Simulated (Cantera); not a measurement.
Feed: 1 mol CH₄, 0.055 mol H₂O, 31 mol H₂, 0.26 mol O₂, equilibrated at 1077 °C and 0.00800 bar.

Cantera equilibrium calculation (NASA polynomials, part measured and part estimated; ideal gas, pure solids and liquids). Candidate condensed phases: C, C₆H₆, C₇H₈, C₈H₁₈, H₂O; 110 gas species. The numbers say what is thermodynamically allowed, not how fast it happens.

Base state: H₂ 0.983, CO 0.0171, CH₄ 4.45e-5, H 2.64e-5 (mole fractions); condensed: C(graphite).

Question: What changes in the equilibrium state with this change: CH₄ replaced by C₆H₆?

Answer: 
| species | before | after |
|---|---|---|
| H₂ | 0.983 | 0.983 |
| CO | 0.0171 | 0.0166 |
| CH₄ | 4.45e-5 | 4.46e-5 |
| H | 2.64e-5 | 2.64e-5 |
| C(graphite), mol | 0.423 | 5.42 |
